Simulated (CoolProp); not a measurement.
A single-stage vapour-compression cycle with R115: evaporating at 271.15 K (dew point), condensing at 293.15 K (bubble point), superheat 10 K, subcooling 0 K, compressor efficiency 0.8, no pressure losses. Each further row changes one setting.

The numbers come from the reference Helmholtz-energy equation of state, Lemmon 2016 in CoolProp.

```csv
case,cooling COP,pressure ratio,discharge temperature (K),refrigerating effect (kJ/kg),volumetric capacity (kJ/m³)
as stated,8.55,1.91,302.1,93.7,2850
evaporating temperature 276.15 K,11.6,1.63,302.2,?,3420
condensing temperature 288.15 K,11.5,1.67,297.4,99.1,3020
subcooling 5 K,?,1.91,302.1,99.1,3020
superheat 20 K,?,1.91,312.0,101,?
compressor efficiency 0.7,?,1.91,304.0,93.7,2850
```

Question: What belongs in the gaps?

Answer: 
- evaporating temperature 276.15 K, refrigerating effect (kJ/kg): 96.5
- subcooling 5 K, cooling COP: 9.04
- superheat 20 K, cooling COP: 8.76
- superheat 20 K, volumetric capacity (kJ/m³): 2930
- compressor efficiency 0.7, cooling COP: 7.48
